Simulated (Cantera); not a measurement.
A freely propagating, adiabatic, planar premixed flame of CH4 : O2 : N2 = 1 : 1.43 : 5.37 (molar parts), unburnt at 323 K and 1.01 bar; mixture-averaged transport, grid criteria slope 0.08 and curve 0.16, no radiation.

Detailed kinetics in Cantera: GRI-Mech 3.0 (53 species, 325 reactions). Burning velocities carry a grid error of a few per cent, more on coarse grids.

```tsv
quantity	before	after
laminar burning velocity	16.7 cm/s	111 cm/s
thermal thickness	0.931 mm	0.408 mm
peak x(H)	0.00219	0.00847
peak x(CH2O)	0.000920	0.00122
```

Task: Which change was made?
A) inlet temperature 323 to 550 K
B) inlet temperature 323 to 700 K
C) N2 5.37 to 6.8 parts
D) inlet temperature 323 to 400 K

Result: B, inlet temperature 323 to 700 K
